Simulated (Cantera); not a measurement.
A freely propagating, adiabatic, planar premixed flame of H2 : O2 : N2 = 1 : 0.294 : 1.11 (molar parts), unburnt at 700 K and 630000 Pa; mixture-averaged transport, grid criteria slope 0.08 and curve 0.16, no radiation.

Model: the H2/O2 subset of GRI-Mech 3.0, which has no nitrogen chemistry, integrated in Cantera. The hydrogen kinetics of GRI-Mech 3.0 are dated; newer H2 mechanisms differ, most at raised pressure. Burning velocities carry a grid error of a few per cent, more on coarse grids.

### Question
What does this change do: N2 1.11 to 0.88 parts?

### Answer
| quantity | before | after |
|---|---|---|
| laminar burning velocity | 1240 cm/s | 1480 cm/s |
| thermal thickness | 0.0450 mm | 0.0434 mm |
| peak x(HO2) | 0.000885 | 0.000982 |
| peak x(O) | 0.00411 | 0.00518 |
| peak x(OH) | 0.00914 | 0.0125 |
